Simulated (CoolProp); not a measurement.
The numbers come from the reference Helmholtz-energy equation of state, Zhou 2014 in CoolProp.

### Question
For cyclohexane, give the phase and the cv (kJ/(kg K)), viscosity (µPa s) at 610.5 K and 0.101 MPa; 620 K and 0.101 MPa.

### Answer
- 610.5 K and 0.101 MPa: gas; cv 2.62, viscosity 13.4
- 620 K and 0.101 MPa: gas; cv 2.66, viscosity 13.6

Viscosity comes from a separate model (Tariq 2014).
